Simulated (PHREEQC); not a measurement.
**Phosphoric acid bath**

Make-up at 25 °C: 0.031 mol/kgw KH2PO4 and 0.0028 mol/kgw HNO3. Closed to the air; pH follows from the charge balance.

All values are PHREEQC results (ion-association model, phreeqc.dat), not measurements.

Each row changes one thing in this solution. This is a speciation only: nothing precipitates in the calculation.

```csv
case,pH,ionic strength (mol/kgw)
as made,3.23,0.0317
temperature from 25 to 5 °C,3.15,0.0318
HNO3 from 0.0028 to 0.00252 mol/kgw,3.28,0.0316
KH2PO4 left out,2.58,0.00280
temperature from 25 to 60 °C,3.35,0.0315
```

Away from 25 °C the constants follow the database's enthalpies or fits; those with neither stay at their 25 °C values.
